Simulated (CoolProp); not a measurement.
Properties of the fluoroketone C6F12O (FK-5-1-12) along the isotherm 226.85 °C.

The numbers come from the reference Helmholtz-energy equation of state, McLinden 2015 in CoolProp.

| p (bar) | phase | density (kg/m³) | cp (kJ/(kg K)) | fugacity coefficient |
|---|---|---|---|---|
| 0.591 | gas | 4.525 | 1.066 | 0.9930 |
| 0.892 | gas | 6.853 | 1.067 | 0.9895 |
| 1.35 | gas | 10.43 | 1.068 | 0.9842 |
| 2.03 | gas | 15.81 | 1.070 | 0.9763 |
| 3.06 | gas | 24.14 | 1.074 | 0.9644 |
| 4.62 | gas | ___ | 1.079 | 0.9467 |
| 6.97 | gas | 57.84 | 1.088 | 0.9204 |
| 10.5 | gas | 91.58 | 1.105 | 0.8819 |
| 15.9 | gas | 151.2 | 1.142 | ___ |
| 23.9 | supercritical | 265.5 | 1.235 | 0.7438 |
| 36.1 | supercritical | 519.9 | 1.453 | ___ |
| 54.4 | supercritical | 804.5 | 1.376 | 0.5156 |
| 82.1 | supercritical | 970.3 | 1.292 | 0.4321 |
| 124 | supercritical | 1089 | 1.247 | 0.3892 |
| 187 | supercritical | 1189 | 1.221 | 0.3924 |

### Question
What belongs in the gaps?

### Answer

- 4.62, density (kg/m³): 37.17
- 15.9, fugacity coefficient: 0.8247
- 36.1, fugacity coefficient: 0.6321
